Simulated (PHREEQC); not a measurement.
Make-up at 25 °C: 0.34 mol HF, 0.00032 mol (NH4)2SiF6 and 0.14 mol HCl per kg of water. Closed to the air; pH follows from the charge balance.

Model: ion-association model, phreeqc.dat, run in PHREEQC.

The ionic strength comes out as 0.147 mol/kgw. What activity coefficients do H+, F-, SiF6-2, HF2-, NH4+ get?

H+ 0.81, F- 0.73, SiF6-2 0.33, HF2- 0.76, NH4+ 0.71.

Precipitation was switched off in this run. Species that the database lacks are ignored. SiF6-2 is the database's only silicon fluoride.
